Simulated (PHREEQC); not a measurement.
PHREEQC input (ion-association model, wateq4f.dat):

```
SOLUTION 1
  temp 20
  units mmol/kgw
  pH 7 charge
  F 7.3
SOLUTION 2
  temp 20
  units mmol/kgw
  pH 7 charge
  F 7.04
  Si 0.44
  B 0.74
END
SELECTED_OUTPUT 1
  -reset false
  -pH true
  -pe true
  -ionic_strength true
  -water true
  -totals B F Si
  -molalities H+ H3BO3 F- H4SiO4 H3SiO4- H2SiO4-2 H2BO3- O2 OH- BF(OH)3-
    BF2(OH)2- BF3OH- BF4- SiF6-2 HF HF2- H2F2
  -equilibrium_phases Quartz
PRINT
  -reset false
MIX 1
  1 1
  2 0
EQUILIBRIUM_PHASES 1
  Quartz 0 0
  O2(g) -0.68 10
END
# ... the last block is repeated for the other 20 points of share of solution B
```

Selected output (columns that matter, 21 of 21 rows; share of solution B added in front):

```
share of solution B	pH	mu	B	F	Si	m_H+	m_H3BO3	m_F-	m_H4SiO4	m_OH-	m_BF2(OH)2-	m_BF3OH-	m_BF4-	m_SiF6-2
0	2.7114	0.0020358	0	0.0073	0	0.0020358	0	0.0019985	0	3.6715e-12	0	0	0	0
0.05	2.7112	0.0020591	3.7e-05	0.007287	2.2e-05	0.0020371	1.8601e-06	0.0019234	1.394e-08	3.6711e-12	5.1882e-07	2.2209e-06	3.2399e-05	2.1986e-05
0.1	2.7111	0.0020824	7.4e-05	0.007274	4.4e-05	0.0020384	4.3038e-06	0.0018489	3.5306e-08	3.6706e-12	1.1093e-06	4.5648e-06	6.4019e-05	4.3965e-05
0.15	2.7109	0.0021057	0.000111	0.007261	6.6e-05	0.0020397	7.4904e-06	0.001775	6.7551e-08	3.67e-12	1.7796e-06	7.032e-06	9.4693e-05	6.5932e-05
0.2	2.7107	0.0021291	0.000148	0.007248	8.8e-05	0.0020412	1.1616e-05	0.001702	1.1569e-07	3.6693e-12	2.5381e-06	9.6183e-06	0.00012422	8.7884e-05
0.25	2.7104	0.0021525	0.000185	0.007235	0.00011	0.0020427	1.6916e-05	0.0016302	1.8695e-07	3.6684e-12	3.3918e-06	1.2314e-05	0.00015237	0.00010981
0.3	2.7102	0.002176	0.000222	0.007222	0.000132	0.0020443	2.3667e-05	0.0015598	2.9163e-07	3.6672e-12	4.3462e-06	1.5103e-05	0.00017887	0.00013171
0.35	2.7099	0.0021997	0.000259	0.007209	0.000154	0.0020461	3.2176e-05	0.0014914	4.4421e-07	3.6659e-12	5.4035e-06	1.796e-05	0.00020344	0.00015355
0.4	2.7096	0.0022234	0.000296	0.007196	0.000176	0.002048	4.277e-05	0.0014251	6.6463e-07	3.6642e-12	6.5617e-06	2.0851e-05	0.00022579	0.00017533
0.45	2.7092	0.0022472	0.000333	0.007183	0.000198	0.0020501	5.5767e-05	0.0013615	9.7965e-07	3.6623e-12	7.8133e-06	2.3732e-05	0.00024566	0.00019702
0.5	2.7089	0.002271	0.00037	0.0071699	0.00022	0.0020524	7.1451e-05	0.0013009	1.4242e-06	3.66e-12	9.1448e-06	2.6556e-05	0.00026281	0.00021857
0.55	2.7084	0.0022949	0.000407	0.0071569	0.000242	0.0020549	9.0033e-05	0.0012435	2.0423e-06	3.6573e-12	1.0537e-05	2.9271e-05	0.00027711	0.00023996
0.6	2.708	0.0023187	0.000444	0.0071439	0.000264	0.0020576	0.00011163	0.0011897	2.8878e-06	3.6544e-12	1.1967e-05	3.183e-05	0.00028852	0.00026111
0.65	2.7075	0.0023423	0.000481	0.007131	0.000286	0.0020603	0.00013624	0.0011395	4.0239e-06	3.6512e-12	1.341e-05	3.4192e-05	0.0002971	0.00028197
0.7	2.707	0.0023657	0.000518	0.007118	0.000308	0.0020632	0.00016375	0.0010928	5.5226e-06	3.6478e-12	1.4841e-05	3.6325e-05	0.00030301	0.00030248
0.75	2.7064	0.0023887	0.000555	0.007105	0.00033	0.0020662	0.00019397	0.0010498	7.4633e-06	3.6442e-12	1.6237e-05	3.8214e-05	0.0003065	0.00032253
0.8	2.7059	0.0024113	0.000592	0.007092	0.000352	0.0020692	0.00022662	0.0010101	9.9302e-06	3.6406e-12	1.7581e-05	3.9851e-05	0.00030785	0.00034207
0.85	2.7054	0.0024331	0.000629	0.007079	0.000374	0.0020721	0.00026139	0.0009736	1.301e-05	3.637e-12	1.8858e-05	4.1244e-05	0.00030741	0.00036099
0.9	2.7048	0.0024542	0.000666	0.007066	0.000396	0.002075	0.00029792	0.00094013	1.6788e-05	3.6335e-12	2.0061e-05	4.2407e-05	0.0003055	0.00037921
0.95	2.7044	0.0024743	0.000703	0.007053	0.000418	0.0020777	0.0003359	0.00090943	2.1344e-05	3.6302e-12	2.1185e-05	4.336e-05	0.00030244	0.00039666
1	2.7039	0.0024934	0.00074	0.00704	0.00044	0.0020802	0.00037499	0.00088131	2.6749e-05	3.6272e-12	2.2229e-05	4.4127e-05	0.00029853	0.00041325
```

SiF6-2 is the database's only silicon fluoride. Real BF4- forms and hydrolyses slowly; the run takes it at equilibrium.
